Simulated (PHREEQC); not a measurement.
NH3 is added in steps, without added water, to 1 kg of water holding 16 mmol/kgw Na2HAsO4, 170 mmol/kgw H3PO4 and 160 mmol/kgw NaCl, at 65 °C. O2 is buffered at 0.21 atm. The system is closed to CO2. Only these solids could form: Halite.

Base run: PHREEQC, ion-association model, wateq4f.dat. Each further column changes one thing. The table gives H2PO4- (mol/kgw).

| NH3 added (mol) | base | diluted 2-fold with water | Na2HAsO4 left out | 0.017 mol/kgw HCl added | no solid may form |
|---|---|---|---|---|---|
| 0 | 0.0486 | 0.0284 | (withheld) | 0.0394 | 0.0486 |
| 0.063 | 0.0940 | 0.0735 | 0.0739 | 0.0808 | 0.0940 |
| 0.0945 | 0.120 | 0.0694 | 0.100 | 0.106 | 0.120 |
| 0.1575 | 0.166 | 0.0201 | 0.158 | 0.158 | 0.166 |
| 0.189 | 0.138 | 0.00856 | 0.151 | 0.154 | 0.138 |
| 0.252 | 0.0834 | 0.00313 | 0.0917 | 0.0979 | 0.0834 |
| 0.2835 | 0.0586 | 0.00234 | 0.0643 | 0.0719 | 0.0586 |
| 0.3465 | 0.0231 | 0.00154 | 0.0246 | 0.0306 | 0.0231 |
| 0.378 | 0.0148 | 0.00132 | 0.0155 | 0.0192 | 0.0148 |
| 0.441 | 0.00788 | 0.00102 | 0.00812 | 0.00945 | 0.00788 |
| 0.4725 | 0.00630 | 0.000914 | 0.00647 | (withheld) | 0.00630 |
| 0.5355 | 0.00446 | 0.000759 | (withheld) | 0.00505 | 0.00446 |
| 0.567 | 0.00388 | 0.000700 | 0.00398 | (withheld) | 0.00388 |
| 0.63 | 0.00308 | 0.000605 | 0.00315 | 0.00341 | 0.00308 |

Q: Fill in the missing entries.

A: 
- 0, Na2HAsO4 left out: 0.0333
- 0.4725, 0.017 mol/kgw HCl added: 0.00736
- 0.5355, Na2HAsO4 left out: 0.00457
- 0.567, 0.017 mol/kgw HCl added: 0.00436

H3PO4, which wateq4f.dat lacks, is added to it with the constant of phreeqc.dat. Away from 25 °C the constants follow the database's enthalpies or fits; those with neither stay at their 25 °C values. The ionic strength passes 0.7 mol/kgw, the rough limit of the ion-association models, in part of: 0.017 mol/kgw HCl added.
